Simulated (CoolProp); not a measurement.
The numbers come from the reference Helmholtz-energy equation of state, Gao 2022 in CoolProp.

Question: For n-perfluorobutane, give the phase and the density (kg/m³), cp (kJ/(kg K)), cv (kJ/(kg K)), expansivity (1/kK) at -38.35 °C and 0.909 MPa.

Answer: 
- -38.35 °C and 0.909 MPa: liquid; density 1730, cp 1.06, cv 0.812, expansivity 1.96
